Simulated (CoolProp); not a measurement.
Propylene glycol at several states: Z from the reference equation and from simpler models built on Tc = 674.0 K, pc = 7.292 MPa, ω = 0.327; each cubic takes its own stable root.

The numbers come from the reference Helmholtz-energy equation of state, Eisenbach 2021 in CoolProp.

| T (K) | p (MPa) | phase | reference | van der Waals | Redlich-Kwong | Soave-Redlich-Kwong | Peng-Robinson |
|---|---|---|---|---|---|---|---|
| 400.6 | 0.0715 | liquid | 0.001721 | 0.9903 | 0.9859 | 0.001740 | 0.001542 |
| 315.7 | 7.54 | liquid | 0.2137 | 0.3270 | 0.2214 | 0.2162 | 0.1926 |
| 504.2 | 0.014 | gas | 0.9981 | 0.9989 | 0.9985 | 0.9983 | 0.9982 |
| 359.8 | 2.76 | liquid | 0.07122 | 0.1096 | 0.07422 | 0.07191 | 0.06391 |
| 378 | 22.1 | liquid | 0.5441 | 0.8164 | 0.5639 | 0.5486 | 0.4883 |

At some of these states van der Waals, Redlich-Kwong gives the other phase, because its saturation line lies elsewhere.
